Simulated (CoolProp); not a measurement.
Dimethyl ether along the isobar 6.49 MPa: density (kg/m³) from the reference equation and from simpler models built on Tc = 400.4 K, pc = 5.337 MPa, ω = 0.196; each cubic takes its own stable root.

The numbers come from the reference Helmholtz-energy equation of state, Wu 2011 in CoolProp.

```tsv
T (K)	phase	reference	van der Waals	Soave-Redlich-Kwong
379.4	liquid	513.0	333.1	438.3
392.6	liquid	466.1	309.0	387.2
405.9	supercritical	382.8	275.6	307.8
419.1	supercritical	195.7	215.5	181.5
432.3	supercritical	148.6	155.8	141.6
445.6	supercritical	127.6	132.5	122.8
458.8	supercritical	114.6	118.9	110.8
472.1	supercritical	105.2	109.2	102.0
485.3	supercritical	97.99	101.7	95.13
498.5	supercritical	92.14	95.62	89.51
511.8	supercritical	87.21	90.48	84.76
525	supercritical	83.02	86.10	80.70
```
